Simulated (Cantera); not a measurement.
Input (Python, Cantera) and output of one run.

```python
import numpy as np
import cantera as ct

gas_names = """
    AL ALH ALN AL2 H H2 N NH NH2 NH3 N2 N2H2 N2H4
""".split()
cond_names = """
    AL(cr) AL(L) ALN(s)
""".split()


def load(file, names, dense=False):
    # The tables refer to 1 bar. Condensed volumes are neglected.
    table = {s.name: s for s in ct.Species.list_from_file(file)}
    out = []
    for n in names:
        d = dict(table[n].input_data)
        d["thermo"] = dict(d["thermo"], **{"reference-pressure": 1e5})
        if dense:
            d["equation-of-state"] = {"model": "constant-volume", "density": "1e6 g/cm^3"}
        out.append(ct.Species.from_dict(d))
    return out


gas = ct.Solution(thermo="ideal-gas", species=load("nasa_gas.yaml", gas_names))
cond = {s.name: ct.Solution(thermo="fixed-stoichiometry", species=[s], name=s.name)
        for s in load("nasa_condensed.yaml", cond_names, dense=True)}
atoms = {
    'Al': {'AL': 1},
    'N2': {'N': 2},
    'H2': {'H': 2},
}
top_T = {'ALN(s)': 2750}  # K; cautious upper limits of use, not melting points


def equilibrate(T, P, feed):
    n = {}
    for name, mol in feed.items():
        for a, k in atoms[name].items():
            n[a] = n.get(a, 0.0) + k * mol
    gas.TPX = T, P, n
    mass = sum(n.values()) * gas.mean_molecular_weight
    gas.equilibrate("TP")
    valid = [c for c in cond.values() if c.min_temp <= T <= top_T.get(c.name, c.max_temp)]
    mix = ct.Mixture([(gas, mass / gas.mean_molecular_weight)] + [(c, 0.0) for c in valid])
    mix.T, mix.P = T, P
    mix.equilibrate("TP", solver="vcs", rtol=1e-11, max_steps=5000)
    return mix


results = []
feed = {'Al': 1, 'N2': 60, 'H2': 3.9}  # mol
P = 790  # Pa
for T in [600, 800, 1000, 1200, 1400, 1600, 1800, 2000, 2200]:
    mix = equilibrate(T, P, feed)
    results.append((T, P, feed, dict(zip(mix.species_names, mix.species_moles))))

top = {s: max(r[3][s] / sum(r[3][g] for g in gas_names) for r in results) for s in gas_names}
cols = sorted((s for s in top if top[s] > 0.0001), key=lambda s: -top[s])[:6]
seen = [c for c in cond_names if any(r[3].get(c, 0) > 1e-12 for r in results)]
print("log10 of partial pressures in bar; condensed amounts in mol")
print(f"{'T/K':>10s}" + "".join(f"{s[:9]:>10s}" for s in cols + seen))
for T, P, feed, n in results:
    ng = sum(n[g] for g in gas_names)
    print(f"{T:10.4g}" + "".join(f"{np.log10(max(n[s] / ng * P / 1e5, 1e-99)):10.3f}" for s in cols)
          + "".join(f"{n.get(c, 0):10.4g}" for c in seen))
```

It prints:

```
log10 of partial pressures in bar; condensed amounts in mol
       T/K        N2        H2        AL         H    ALN(s)
       600    -2.130    -3.313   -42.769   -17.992         1
       800    -2.130    -3.313   -28.706   -13.195         1
      1000    -2.130    -3.313   -20.294   -10.301         1
      1200    -2.130    -3.313   -14.706    -8.361         1
      1400    -2.130    -3.313   -10.730    -6.970         1
      1600    -2.130    -3.314    -7.759    -5.922    0.9999
      1800    -2.130    -3.317    -5.457    -5.105    0.9717
      2000    -2.137    -3.341    -3.918    -4.459         0
      2200    -2.140    -3.383    -3.919    -3.941         0
```

These are equilibrium values from Cantera (NASA tables, ideal gas, pure condensed phases), not measurements of a reactor.
